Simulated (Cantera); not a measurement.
Charge: 1 mol FeCl2, 1.3 mol H2O, 65 mol H2, at 1625 °C and 14.0 Pa.

These are equilibrium values from Cantera (NASA tables, ideal gas, pure condensed phases), not measurements of a reactor. Candidate condensed phases: Fe, FeCl2, FeCl3, FeO, Fe(OH)2, Fe(OH)3, Fe2O3, Fe3O4, H2O; 22 gas species. Kinetics and transport are ignored.

Base state: H2 0.877, H 0.0619, HCl 0.0269, H2O 0.0183, Fe 0.0142, Cl 0.00143, OH 0.000106, FeCl2 1.82e-5 (mole fractions); condensed: gas only.

**Question.** What changes in the equilibrium state with this change: temperature from 1625 °C to 875 °C?

**Answer.** 
```csv
species,before,after
H2,0.877,0.951
HCl,0.0269,0.0291
H2O,0.0183,0.0193
H,0.0619,5.91e-6
Fe,0.0142,5.70e-8
FeCl2,1.82e-5,0.000284
OH,0.000106,<1e-9
Cl,0.00143,1.59e-7
"Fe(α), mol",0,0.981
```
